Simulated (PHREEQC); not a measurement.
Dissolve 0.041 mol/kgw NaHSO4, 0.002 mol/kgw NaOH and 0.23 mol/kgw KCl at 20 °C. Closed to the air; pH follows from the charge balance.

Computed with PHREEQC (ion-association model, phreeqc.dat).

Precipitation was switched off in this run.

Estimate the pH.

pH 1.69.

In which forms is Na present?

Na+ 98 %, NaSO4- 2.5 % of the Na.
